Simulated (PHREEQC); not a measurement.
NaOH is added in steps, without added water, to 1 kg of water holding 0.0011 mol/kgw HF, 0.00087 mol/kgw NH4F, 0.00014 mol/kgw H4SiO4 and 0.0034 mol/kgw HCl, at 25 °C. Oxygen alone is held at its pressure in air (log pO2 = -0.68). No CO2 enters from the air. Solids allowed: Chalcedony, Halite. Others were left out.

Base run: PHREEQC, ion-association model, wateq4f.dat. Each further column changes one thing. The table gives H3SiO4- (mol/kgw).

```json
[
 {"NaOH added (mol)": "0", "base": "6.62e-12", "Davies equation for every ion": "6.64e-12", "database phreeqc.dat": "…", "all activity coefficients set to 1": "6.05e-12", "Debye-Hückel limiting law": "6.70e-12"},
 {"NaOH added (mol)": "0.00069", "base": "8.21e-12", "Davies equation for every ion": "8.24e-12", "database phreeqc.dat": "7.51e-12", "all activity coefficients set to 1": "7.51e-12", "Debye-Hückel limiting law": "8.30e-12"},
 {"NaOH added (mol)": "0.00138", "base": "1.08e-11", "Davies equation for every ion": "1.09e-11", "database phreeqc.dat": "1.00e-11", "all activity coefficients set to 1": "9.91e-12", "Debye-Hückel limiting law": "1.09e-11"},
 {"NaOH added (mol)": "0.002415", "base": "2.00e-11", "Davies equation for every ion": "2.01e-11", "database phreeqc.dat": "…", "all activity coefficients set to 1": "…", "Debye-Hückel limiting law": "2.02e-11"},
 {"NaOH added (mol)": "0.003105", "base": "3.80e-11", "Davies equation for every ion": "3.81e-11", "database phreeqc.dat": "…", "all activity coefficients set to 1": "3.53e-11", "Debye-Hückel limiting law": "3.84e-11"},
 {"NaOH added (mol)": "0.003795", "base": "9.89e-11", "Davies equation for every ion": "9.92e-11", "database phreeqc.dat": "…", "all activity coefficients set to 1": "9.35e-11", "Debye-Hückel limiting law": "9.97e-11"},
 {"NaOH added (mol)": "0.004485", "base": "5.61e-9", "Davies equation for every ion": "5.63e-9", "database phreeqc.dat": "…", "all activity coefficients set to 1": "5.39e-9", "Debye-Hückel limiting law": "5.65e-9"},
 {"NaOH added (mol)": "0.00552", "base": "9.72e-5", "Davies equation for every ion": "9.73e-5", "database phreeqc.dat": "9.71e-5", "all activity coefficients set to 1": "9.65e-5", "Debye-Hückel limiting law": "9.73e-5"},
 {"NaOH added (mol)": "0.00621", "base": "0.000127", "Davies equation for every ion": "0.000127", "database phreeqc.dat": "0.000127", "all activity coefficients set to 1": "0.000128", "Debye-Hückel limiting law": "0.000127"},
 {"NaOH added (mol)": "0.0069", "base": "0.000132", "Davies equation for every ion": "0.000132", "database phreeqc.dat": "0.000132", "all activity coefficients set to 1": "0.000132", "Debye-Hückel limiting law": "0.000132"}
]
```

**Question.** What belongs in the gaps?

**Answer.** 
- 0, database phreeqc.dat: 5.94e-12
- 0.002415, database phreeqc.dat: 1.82e-11
- 0.002415, all activity coefficients set to 1: 1.84e-11
- 0.003105, database phreeqc.dat: 3.22e-11
- 0.003795, database phreeqc.dat: 7.57e-11
- 0.004485, database phreeqc.dat: 4.19e-9

SiF6-2 is the database's only silicon fluoride. phreeqc.dat and wateq4f.dat share most of their constants, so their agreement is no independent check. Solids allowed in the column 'database phreeqc.dat': Quartz, Halite.
